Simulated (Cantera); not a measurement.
A closed system holds: 1 mol Pb, 0.061 mol O2, 84 mol N2, at 8.25 Torr.

These are equilibrium values from Cantera (NASA tables, ideal gas, pure condensed phases), not measurements of a reactor. Candidate condensed phases: Pb, PbO, PbO2, Pb3O4; 12 gas species. Rates play no part.

Question: At 1123 K, list the 3 most abundant gas species with their mole fractions, and the condensed phases.

Answer: N2 0.989, Pb 0.0103, PbO 0.00104. Condensed: PbO(yellow).
